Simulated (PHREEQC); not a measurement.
0.024 g of hydrous ferric oxide (600 m²/g; 0.2 weak and 0.005 strong sites per Fe, Dzombak-Morel constants, diffuse double layer) in 1 kg of water with 0.005 mol/kgw of an inert sodium salt, at 25 °C; the pH is set by adding NaOH or the inert anion's acid. Oxygen alone is held at its pressure in air (log pO2 = -0.68). The system is closed to CO2. No solid was allowed to form.

The numbers come from PHREEQC with the ion-association model, wateq4f.dat.

```csv
pH,surface charge σ (C/m²),surface potential ψ (mV)
4,0.182,194
4.75,0.109,168
5.5,0.059,137
6.25,0.029,101
7,0.013,62
7.75,0.003,20
8.5,-0.004,-22
9.25,-0.013,-64
10,-0.030,-103
```
